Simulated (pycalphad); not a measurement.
All values are pycalphad results on the COST 507 light-alloy database (1999) (1 atm), not direct measurements. The database dates from 1999; later assessments differ in places, in temperatures and in the compounds included. Amounts are mole fractions of atoms.

Q: Give the equilibrium state of C-44B (at.%) at 2850 K.

A: LIQUID, fraction 0.639, with 67.7 B at.%; GRAPHITE, fraction 0.361, with 2.1 B at.%.

Q: Give the equilibrium state of C-44B (at.%) at 2650 K.

A: 
```
T = 2650.00 K, P = 101325 Pa, N = 1 mol of atoms
G = -91471 J/mol, H = 44592 J/mol, S = 51.34 J/(mol K)  (SER reference)
chemical potentials (J/mol): C -75379, B -111951
phase             fraction       x(C)       x(B)
B4C                 0.5337     0.1954     0.8046
GRAPHITE            0.4663     0.9773     0.0227
```

Database names, with the compositions (at.%) that they take in these runs: B4C: B 80 C 20.
